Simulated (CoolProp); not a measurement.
The fluid at 485.45 K and 3.74 MPa flows at 5 m/s in a round tube of 12.7 mm bore and 45 µm roughness, fully developed (64/Re and Nu = 3.66 if laminar; Colebrook and Gnielinski if turbulent). The same conditions are run with several fluids, on thermodynamics alone (safety and materials aside).

Computed with CoolProp (reference Helmholtz-energy equation of state of each fluid (water: Wagner 2002; o-xylene: Zhou 2012; n-decane: Lemmon 2006; n-heptane: Span 2003; p-xylene: Zhou 2012)).

Rank water, o-xylene, n-decane, n-heptane, p-xylene by Reynolds number, highest first.

water (426000), n-heptane (353000), p-xylene (311000), o-xylene (265000), n-decane (220000)

```
fluid      Darcy friction factor  pressure drop (Pa/m)  heat-transfer coefficient (W/(m² K))  mass flow (kg/h)
---------  ---------------------  --------------------  ------------------------------------  ----------------
water                     0.0277                 23200                                 71200              1940
o-xylene                  0.0279                 19400                                 12800              1610
n-decane                  0.0280                 15900                                 11600              1320
n-heptane                 0.0278                 13600                                 13500              1130
p-xylene                  0.0278                 18700                                 13700              1560
```

Transport values come from each fluid's own correlations.
